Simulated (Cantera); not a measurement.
Cantera run:

```python
import numpy as np
import cantera as ct

gas_names = """
    C CN CO CO2 C2 CCN CNC C2N2 C2O C3 C3O2 C4 C4N2 C5 N NCO NO NO2 NO3 N2 N2O O O2 O3 Pb PbO Pb2
""".split()
cond_names = """
    C(gr) Pb(cr) Pb(L) PbO(rd) PbO(yw) PbO(L) PbO2(s) Pb3O4(s)
""".split()


# ... load() reads the species with a 1 bar reference pressure and builds the phases ...
atoms = {
    'Pb': {'Pb': 1},
    'CO': {'C': 1, 'O': 1},
    'N2': {'N': 2},
}
top_T = {'C(gr)': 4500, 'Pb3O4(s)': 820}  # K; cautious upper limits of use, not melting points


# ... equilibrate(T, P, feed) seeds the gas with the atoms and calls Mixture.equilibrate('TP', solver="vcs", rtol=1e-11, max_steps=5000) ...
results = []
feed = {'Pb': 1, 'CO': 1.2, 'N2': 2.5}  # mol
T = 1250  # K
for P in [10, 100, 1000, 10000, 100000, 1000000]:
    mix = equilibrate(T, P, feed)
    results.append((T, P, feed, dict(zip(mix.species_names, mix.species_moles))))

top = {s: max(r[3][s] / sum(r[3][g] for g in gas_names) for r in results) for s in gas_names}
cols = sorted((s for s in top if top[s] > 1e-05), key=lambda s: -top[s])[:7]
seen = [c for c in cond_names if any(r[3].get(c, 0) > 1e-12 for r in results)]
print("log10 of partial pressures in bar; condensed amounts in mol")
print(f"{'P/Pa':>10s}" + "".join(f"{s[:9]:>10s}" for s in cols + seen))
for T, P, feed, n in results:
    ng = sum(n[g] for g in gas_names)
    print(f"{P:10.4g}" + "".join(f"{np.log10(max(n[s] / ng * P / 1e5, 1e-99)):10.3f}" for s in cols)
          + "".join(f"{n.get(c, 0):10.4g}" for c in seen))
```

It prints:

```
log10 of partial pressures in bar; condensed amounts in mol
      P/Pa        N2        CO        Pb       CO2     C(gr)     Pb(L)
        10    -4.274    -4.593    -4.672   -11.202 2.947e-07         0
       100    -3.274    -3.593    -3.672    -9.202 2.949e-06         0
      1000    -2.233    -2.551    -2.874    -7.119 3.244e-05    0.4288
     1e+04    -1.176    -1.495    -2.874    -5.007 0.0003691    0.9499
     1e+05    -0.170    -0.492    -2.874    -3.000  0.003698     0.995
     1e+06     0.834     0.490    -2.874    -1.037   0.03367    0.9995
```

These are equilibrium values from Cantera (NASA tables, ideal gas, pure condensed phases), not measurements of a reactor.
